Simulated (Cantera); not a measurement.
A Cantera script and what it prints.

```python
import numpy as np
import cantera as ct

gas_names = """
    C CH CH2 CH3 CH2OH CH3O CH4 CH3OH CN CO CO2 COOH C2 C2H CHCO,ketyl C2H2,acetylene C2H2,vinylidene
    CH2CO,ketene C2H3,vinyl CH3CN CH3CO,acetyl C2H4 C2H4O,ethylen CH3CHO,ethanal CH3COOH (HCOOH)2 C2H5
    C2H6 CH3OCH3 C2H5OH CCN CNC C2N2 C2O C3 C3H3,propargyl C3H4,allene C3H4,propyne C3H4,cyclo-
    C3H5,allyl C3H6,propylene C3H6,cyclo- C3H6O C3H7,n-propyl C3H7,i-propyl C3H8 C3H8O,1propanol
    C3H8O,2propanol C3O2 C4 C4H2 C4H4,1,3-cyclo- C4H6,butadiene C4H6,2-butyne C4H6,cyclo- C4H8,1-butene
    C4H8,cis2-buten C4H8,tr2-butene C4H8,isobutene C4H8,cyclo- (CH3COOH)2 C4H9,n-butyl C4H9,i-butyl
    C4H9,s-butyl C4H9,t-butyl C4H10,isobutane C4H10,n-butane C4N2 C5 C5H6,1,3cyclo- C5H8,cyclo-
    C5H10,1-pentene C5H10,cyclo- C5H11,pentyl C5H11,t-pentyl C5H12,n-pentane C5H12,i-pentane
    CH3C(CH3)2CH3 C6H2 C6H5,phenyl C6H5O,phenoxy C6H6 C6H5OH,phenol C6H10,cyclo- C6H12,1-hexene
    C6H12,cyclo- C6H13,n-hexyl C7H7,benzyl C7H8 C7H8O,cresol C7H14,1-heptene C7H15,n-heptyl
    C7H16,n-heptane C8H8,styrene C8H10,ethylbenz C8H16,1-octene C8H17,n-octyl C8H18,isooctane
    C8H18,n-octane C9H19,n-nonyl C10H8,naphthale C10H21,n-decyl C12H9,o-bipheny C12H10,bipheny H HCN HCO
    HCCN HNC HNCO HNO HNO2 HNO3 HO2 H2 HCHO,formaldehy HCOOH H2O H2O2 N NCO NH NH2 NH3 NH2OH NO NO2 NO3
    N2 N2H2 N2H4 N2O O OH O2 O3 Si SiC SiC2 SiC4H12 SiH SiH2 SiH3 SiH4 SiN SiO SiO2 Si2 Si2C Si2N Si3
""".split()
cond_names = """
    C(gr) C6H6(L) C7H8(L) C8H18(L),n-octa H2O(s) H2O(L) Si(cr) Si(L) SiC(b) SiO2(Lqz) SiO2(hqz) SiO2(L)
    Si2N2O(s) Si3N4(a)
""".split()


def load(file, names, dense=False):
    # The tables refer to 1 bar. Condensed volumes are neglected.
    table = {s.name: s for s in ct.Species.list_from_file(file)}
    out = []
    for n in names:
        d = dict(table[n].input_data)
        d["thermo"] = dict(d["thermo"], **{"reference-pressure": 1e5})
        if dense:
            d["equation-of-state"] = {"model": "constant-volume", "density": "1e6 g/cm^3"}
        out.append(ct.Species.from_dict(d))
    return out


gas = ct.Solution(thermo="ideal-gas", species=load("nasa_gas.yaml", gas_names))
cond = {s.name: ct.Solution(thermo="fixed-stoichiometry", species=[s], name=s.name)
        for s in load("nasa_condensed.yaml", cond_names, dense=True)}
atoms = {
    'TEOS': {'Si': 1, 'C': 8, 'H': 20, 'O': 4},
    'N2O': {'N': 2, 'O': 1},
    'N2': {'N': 2},
}
top_T = {'C(gr)': 4500, 'SiC(b)': 3050, 'Si2N2O(s)': 2100, 'Si3N4(a)': 2400}  # K; cautious upper limits of use, not melting points


def equilibrate(T, P, feed):
    n = {}
    for name, mol in feed.items():
        for a, k in atoms[name].items():
            n[a] = n.get(a, 0.0) + k * mol
    gas.TPX = T, P, n
    mass = sum(n.values()) * gas.mean_molecular_weight
    gas.equilibrate("TP")
    valid = [c for c in cond.values() if c.min_temp <= T <= top_T.get(c.name, c.max_temp)]
    mix = ct.Mixture([(gas, mass / gas.mean_molecular_weight)] + [(c, 0.0) for c in valid])
    mix.T, mix.P = T, P
    mix.equilibrate("TP", solver="vcs", rtol=1e-11, max_steps=5000)
    return mix


results = []
feed = {'TEOS': 1, 'N2O': 0.13, 'N2': 8.6}  # mol
P = 1000  # Pa
for T in [1398, 1498, 1598, 1698, 1798, 1898, 1998, 2098]:
    mix = equilibrate(T, P, feed)
    results.append((T, P, feed, dict(zip(mix.species_names, mix.species_moles))))
    x = sorted(zip(gas.X, gas.species_names), reverse=True)
    print(f"T = {T:g} K  P = {P:g} Pa  gas = {mix.phase_moles(0):.4g} mol")
    print("   x: " + "  ".join(f"{s} {v:.3e}" for v, s in x if v > 0.001))
    print("   condensed (mol): " + ("  ".join(f"{mix.phase(i).name} {mix.phase_moles(i):.4g}"
          for i in range(1, mix.n_phases) if mix.phase_moles(i) > 1e-12) or "none"))
```

Output:

```
T = 1398 K  P = 1000 Pa  gas = 21.86 mol
   x: H2 4.573e-01  N2 3.764e-01  CO 1.660e-01
   condensed (mol): C(gr) 4.366  Si2N2O(s) 0.4998
T = 1498 K  P = 1000 Pa  gas = 21.87 mol
   x: H2 4.570e-01  N2 3.763e-01  CO 1.659e-01
   condensed (mol): C(gr) 4.362  Si2N2O(s) 0.4977
T = 1598 K  P = 1000 Pa  gas = 22.86 mol
   x: H2 4.368e-01  N2 3.814e-01  CO 1.801e-01
   condensed (mol): C(gr) 2.874  SiC(b) 0.9881
T = 1698 K  P = 1000 Pa  gas = 22.87 mol
   x: H2 4.360e-01  N2 3.809e-01  CO 1.798e-01  HCN 1.476e-03
   condensed (mol): C(gr) 2.867  SiC(b) 0.9832
T = 1798 K  P = 1000 Pa  gas = 22.89 mol
   x: H2 4.344e-01  N2 3.802e-01  CO 1.795e-01  HCN 2.471e-03  H 2.321e-03
   condensed (mol): C(gr) 2.853  SiC(b) 0.9771
T = 1898 K  P = 1000 Pa  gas = 22.92 mol
   x: H2 4.315e-01  N2 3.788e-01  CO 1.789e-01  H 5.135e-03  HCN 3.904e-03  SiO 1.298e-03
   condensed (mol): C(gr) 2.829  SiC(b) 0.969
T = 1998 K  P = 1000 Pa  gas = 22.99 mol
   x: H2 4.264e-01  N2 3.767e-01  CO 1.780e-01  H 1.047e-02  HCN 5.863e-03  SiO 1.650e-03
   condensed (mol): C(gr) 2.794  SiC(b) 0.9558
T = 2098 K  P = 1000 Pa  gas = 23.12 mol
   x: H2 4.175e-01  N2 3.732e-01  CO 1.766e-01  H 1.988e-02  HCN 8.405e-03  SiO 2.042e-03  Si 1.011e-03
   condensed (mol): C(gr) 2.753  SiC(b) 0.9247
```

Cantera equilibrium calculation (NASA polynomials, part measured and part estimated; ideal gas, pure solids and liquids). The feed counts by its element totals alone. The tables' values for SiN are old estimates; treat these amounts as uncertain.
